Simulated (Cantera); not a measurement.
A perfectly stirred reactor is fed with 0.207 % CH3OH, 0.276 % O2, 98.7 % N2, 0.829 % H2, equivalence ratio 2.6, at 1.01 bar; it is held at 1225 K, and followed from long to short residence time.

Cantera simulation using GRI-Mech 3.0 (53 species, 325 reactions); the numbers are that mechanism's predictions, not measurements. GRI-Mech 3.0 was tuned for natural gas; its chemistry of methanol as a main component is partial and can be far from experiment.

Q: Predict: x(CH3OH) at τ = 0.930 s; x(O2) at τ = 0.930 s; x(C2H6) at τ = 0.930 s; x(NO) at τ = 0.930 s; x(OH) at τ = 0.930 s; x(CH3OH) at τ = 79.0 ms; x(O2) at τ = 79.0 ms; x(C2H6) at τ = 79.0 ms; x(NO) at τ = 79.0 ms; x(OH) at τ = 79.0 ms.

A: 
```
Property                   Result
-----------------------  --------
x(CH3OH) at τ = 0.930 s   8.29e-7
x(O2) at τ = 0.930 s      4.02e-5
x(C2H6) at τ = 0.930 s    1.14e-8
x(NO) at τ = 0.930 s      4.59e-8
x(OH) at τ = 0.930 s      2.21e-7
x(CH3OH) at τ = 79.0 ms   3.40e-6
x(O2) at τ = 79.0 ms     0.000154
x(C2H6) at τ = 79.0 ms    4.40e-8
x(NO) at τ = 79.0 ms      1.46e-7
x(OH) at τ = 79.0 ms      8.89e-7
```
